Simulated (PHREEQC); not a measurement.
# Metal-bearing waste water: speciation

Dissolve 0.078 mol/kgw Pb(NO3)2, 0.019 mol/kgw NaF and 0.0023 mol/kgw NaCl at 15 °C. Closed to the air; pH follows from the charge balance.

All values are PHREEQC results (ion-association model, wateq4f.dat), not measurements.

| Quantity | Result |
|---|---|
| pH | 4.97 |
| ionic strength | 0.192 mol/kgw |

| species | molality | activity | log γ |
|---|---|---|---|
| NO3- | 0.130 | 0.0909 | -0.154 |
| Pb+2 | 0.0464 | 0.0148 | -0.496 |
| PbNO3+ | 0.0265 | 0.0199 | -0.124 |
| Na+ | 0.0212 | 0.0159 | -0.125 |
| F- | 0.0140 | 0.0100 | -0.146 |
| PbF+ | 0.00352 | 0.00265 | -0.124 |
| Cl- | 0.00160 | 0.00115 | -0.144 |
| PbCl+ | 0.000698 | 0.000525 | -0.124 |
| PbF2 | 0.000518 | 0.000542 | 0.019 |
| HF | 0.000131 | 0.000136 | 0.019 |
| Pb2OH+3 | 0.000115 | 8.84e-6 | -1.116 |

No solid was allowed to form. Saturation is exceeded, for instance for Matlockite, PbF2; the values hold only as long as no solid forms. Species that the database lacks are ignored.
